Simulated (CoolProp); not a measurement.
A simple Rankine cycle with water: condensing at 323.15 K, boiler at 6.57 MPa, turbine inlet 594.7 K, turbine efficiency 0.8, pump efficiency 0.7, no recuperator. Each further row changes one setting.

The numbers come from the reference Helmholtz-energy equation of state, Wagner 2002 in CoolProp.

```
case                             thermal efficiency (%)  net work (kJ/kg)  heat in (kJ/kg)  turbine exit temperature (K)  volume ratio over the turbine
-------------------------------  ----------------------  ----------------  ---------------  ----------------------------  -----------------------------
as stated                                          28.4               772             2720                         323.2                            282
turbine inlet 614.7 K                              28.6               796             2780                         323.2                            270
condensing temperature 315.15 K                    29.3               807             2750                         315.1                            411
boiler pressure 4.6 MPa                            27.3               762             2790                         323.2                            192
turbine efficiency 0.7                             24.8               674             2720                         323.2                            296
```

The expansion ends wet for: as stated; turbine inlet 614.7 K; condensing temperature 315.15 K; boiler pressure 4.6 MPa; turbine efficiency 0.7.
